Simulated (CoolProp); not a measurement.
A closed Brayton cycle with carbon dioxide: compressor inlet 322.15 K and 8.2 MPa, high pressure 22.3 MPa, turbine inlet 750 K, compressor efficiency 0.89, turbine efficiency 0.9, recuperator effectiveness 0 (on enthalpy, no pinch check). Each further row changes one setting.

Values from CoolProp's reference Helmholtz-energy equation of state, Span 1996.

| case | thermal efficiency (%) | net work (kJ/kg) | compressor to turbine work | compressor exit (K) | turbine exit (K) |
|---|---|---|---|---|---|
| as stated | 15.0 | 70.0 | 0.40 | 402.8 | 637.1 |
| turbine inlet 700 K | 15.0 | (withheld) | 0.44 | 402.8 | (withheld) |
| compressor inlet 332.15 K | 14.6 | 63.4 | (withheld) | (withheld) | 637.1 |
| high pressure 19 MPa | (withheld) | 61.6 | (withheld) | (withheld) | 654.8 |
| recuperator effectiveness 0.5 | 21.1 | 70.0 | 0.40 | 402.8 | 637.1 |

Q: Some entries are withheld; supply them.

A: 
- turbine inlet 700 K, net work (kJ/kg): 60.6
- turbine inlet 700 K, turbine exit (K): 591.3
- compressor inlet 332.15 K, compressor to turbine work: 0.46
- compressor inlet 332.15 K, compressor exit (K): 419.4
- high pressure 19 MPa, thermal efficiency (%): 12.9
- high pressure 19 MPa, compressor to turbine work: 0.38
- high pressure 19 MPa, compressor exit (K): 389.6
